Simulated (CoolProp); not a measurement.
CH3F (R41) along the isotherm 50.15 °C: Z from the reference equation and from simpler models built on Tc = 44.1 °C, pc = 5.906 MPa, ω = 0.200; each cubic takes its own stable root.

Values from CoolProp's reference Helmholtz-energy equation of state, Lemmon 2006. It is a short technical equation, of lower accuracy than the large ones.

| p (MPa) | phase | reference | Redlich-Kwong | Soave-Redlich-Kwong |
|---|---|---|---|---|
| 0.028 | gas | 0.9982 | 0.9985 | 0.9985 |
| 0.0411 | gas | 0.9974 | 0.9978 | 0.9978 |
| 0.0604 | gas | 0.9962 | 0.9967 | 0.9967 |
| 0.0886 | gas | 0.9944 | 0.9951 | 0.9952 |
| 0.13 | gas | 0.9918 | 0.9929 | 0.9929 |
| 0.191 | gas | 0.9880 | 0.9895 | 0.9896 |
| 0.28 | gas | 0.9823 | 0.9846 | 0.9847 |
| 0.411 | gas | 0.9739 | 0.9772 | 0.9774 |
| 0.604 | gas | 0.9614 | 0.9663 | 0.9665 |
| 0.886 | gas | 0.9429 | 0.9501 | 0.9504 |
| 1.3 | gas | 0.9151 | 0.9256 | 0.9261 |
| 1.91 | gas | 0.8725 | 0.8879 | 0.8888 |
| 2.8 | gas | 0.8060 | 0.8286 | 0.8301 |
| 4.11 | gas | 0.6946 | ? | 0.7308 |
| 6.04 | supercritical | 0.4554 | 0.4997 | ? |
| 8.86 | supercritical | ? | 0.3046 | 0.3091 |

**Question.** What belongs in the gaps?

**Answer.** 
- 4.11, Redlich-Kwong: 0.7279
- 6.04, Soave-Redlich-Kwong: 0.5121
- 8.86, reference: 0.2257
